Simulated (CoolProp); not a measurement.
R123 along the isobar 3.92 bar: Z from the reference equation and from simpler models built on Tc = 456.8 K, pc = 36.62 bar, ω = 0.282; each cubic takes its own stable root.

The numbers come from the reference Helmholtz-energy equation of state, Younglove 1994 in CoolProp. It is a modified Benedict-Webb-Rubin equation, recast in Helmholtz form.

| T (K) | phase | reference | Redlich-Kwong | Soave-Redlich-Kwong | Peng-Robinson |
|---|---|---|---|---|---|
| 288.7 | liquid | 0.01678 | 0.01915 | 0.01845 | 0.01634 |
| 309.8 | liquid | 0.01622 | 0.01864 | 0.01786 | 0.01579 |
| 331 | liquid | 0.01582 | 0.9025 | 0.01750 | 0.01544 |
| 352.1 | gas | 0.8996 | 0.9190 | 0.9103 | 0.9052 |
| 373.2 | gas | 0.9200 | 0.9319 | 0.9259 | 0.9210 |
| 394.4 | gas | 0.9350 | 0.9422 | 0.9383 | 0.9336 |
| 415.5 | gas | 0.9464 | 0.9505 | 0.9482 | 0.9437 |
| 436.6 | gas | 0.9553 | 0.9572 | 0.9563 | 0.9520 |
| 457.7 | gas | 0.9624 | 0.9629 | 0.9629 | 0.9588 |
| 478.9 | gas | 0.9682 | 0.9676 | 0.9684 | 0.9646 |
| 500 | gas | 0.9730 | 0.9715 | 0.9731 | 0.9694 |

At some of these states Redlich-Kwong gives the other phase, because its saturation line lies elsewhere.
